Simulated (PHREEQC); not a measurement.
## Buffer: speciation

Make-up at 25 °C: 0.0029 mol/kgw H3PO4, 9.9e-05 mol/kgw NaOH and 0.00039 mol/kgw NaCl. Closed to the air; pH follows from the charge balance.

Computed with PHREEQC (ion-association model, phreeqc.dat).

Each row changes one thing in this solution. This is a speciation only: nothing precipitates in the calculation.

```csv
case,pH,ionic strength (mol/kgw),H3PO4 (mol/kgw),NaHPO4- (mol/kgw)
as made,2.69,0.00265,0.000643,6.17e-11
NaCl from 0.00039 to 0.00078 mol/kgw,2.69,0.00304,0.000641,1.11e-10
NaCl left out,2.69,0.00225,0.000646,1.25e-11
0.00019 mol/kgw HBr added,…,0.00280,0.000677,5.66e-11
NaOH from 9.9e-05 to 1.98e-05 mol/kgw,…,0.00263,0.000658,4.99e-11
temperature from 25 to 10 °C,…,0.00272,0.000570,5.64e-11
NaCl from 0.00039 to 3.9e-05 mol/kgw,2.69,0.00229,0.000646,1.74e-11
```

Q: What belongs in the gaps?

A: 
- 0.00019 mol/kgw HBr added, pH: 2.66
- NaOH from 9.9e-05 to 1.98e-05 mol/kgw, pH: 2.68
- temperature from 25 to 10 °C, pH: 2.67

Complexes and solids missing from the database can't appear. Constants without temperature data keep their 25 °C values here.
